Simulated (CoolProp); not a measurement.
1000 sccm (0 °C, 1 atm) of nitrogen bubbles through liquid toluene at 326.9 K and leaves saturated at a total pressure of 0.15 MPa (ideal gas phase). Each further row changes one setting.

Values from CoolProp's reference Helmholtz-energy equation of state, Lemmon 2006. It is a short technical equation, of lower accuracy than the large ones.

```
case                      vapour pressure (kPa)  mole fraction of vapour  delivery (mg/min)  delivery (sccm)  change of delivery for a bath 1 K warmer (%)
------------------------  ---------------------  -----------------------  -----------------  ---------------  --------------------------------------------
as stated                                  14.4                   0.0959                436              106                                           4.7
bath temperature 331.9 K                    [?]                      [?]                548              133                                           [?]
total pressure 0.3 MPa                     14.4                   0.0480                207             50.4                                           4.4
```

Q: Complete the blanks.

A: 
- bath temperature 331.9 K, vapour pressure (kPa): 17.6
- bath temperature 331.9 K, mole fraction of vapour: 0.118
- bath temperature 331.9 K, change of delivery for a bath 1 K warmer (%): 4.6
